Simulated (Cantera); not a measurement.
A closed system holds: 1 mol Cr, 0.51 mol NH₃, 0.22 mol O₂, equilibrated at 850 K and 13300 Pa.

These are equilibrium values from Cantera (NASA tables, ideal gas, pure condensed phases), not measurements of a reactor. Candidate condensed phases: Cr, CrN, Cr₂N, Cr₂O₃, H₂O; 29 gas species. The numbers say what is thermodynamically allowed, not how fast it happens.

Base state: H₂ 1.000, N₂ 0.000107 (mole fractions); condensed: CrN(s) + Cr₂N(s) + Cr₂O₃(s).

Task: What changes in the equilibrium state with this change: pressure from 13300 Pa to 24.0 Pa?

Result: 
```
species          before   after
-------------  --------  ------
H₂                1.000   0.941
N₂             0.000107  0.0594
CrN(s), mol       0.313   0.120
Cr₂N(s), mol      0.197   0.293
Cr₂O₃(s), mol     0.147   0.147
```
